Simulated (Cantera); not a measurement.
A Cantera script and what it prints.

```python
import numpy as np
import cantera as ct

gas_names = """
    AL ALBr ALBr3 ALN AL2 AL2Br6 Br Br2 N N2
""".split()
cond_names = """
    AL(cr) AL(L) ALBr3(s) ALBr3(L) ALN(s) Br2(cr) Br2(L)
""".split()


# ... load() reads the species with a 1 bar reference pressure and builds the phases ...
atoms = {
    'Al': {'AL': 1},
    'Br2': {'Br': 2},
    'N2': {'N': 2},
}
top_T = {'ALN(s)': 2750}  # K; cautious upper limits of use, not melting points


# ... equilibrate(T, P, feed) seeds the gas with the atoms and calls Mixture.equilibrate('TP', solver="vcs", rtol=1e-11, max_steps=5000) ...
results = []
feed = {'Al': 1, 'Br2': 0.076, 'N2': 0.039}  # mol
T = 998.15  # K
P = 100000  # Pa
mix = equilibrate(T, P, feed)
results.append((T, P, feed, dict(zip(mix.species_names, mix.species_moles))))
x = sorted(zip(gas.X, gas.species_names), reverse=True)
print(f"T = {T:g} K  P = {P:g} Pa  gas = {mix.phase_moles(0):.4g} mol")
print("   x: " + "  ".join(f"{s} {v:.3e}" for v, s in x if v > 1e-05))
print("   condensed (mol): " + ("  ".join(f"{mix.phase(i).name} {mix.phase_moles(i):.4g}"
      for i in range(1, mix.n_phases) if mix.phase_moles(i) > 1e-12) or "none"))
```

It prints:

```
T = 998.15 K  P = 100000 Pa  gas = 0.04888 mol
   x: ALBr3 9.606e-01  AL2Br6 3.776e-02  ALBr 1.672e-03
   condensed (mol): AL(L) 0.8713  ALN(s) 0.078
```

Method: chemical equilibrium by Gibbs-energy minimisation in Cantera with the NASA 1993 tables (ideal gas, pure condensed phases).
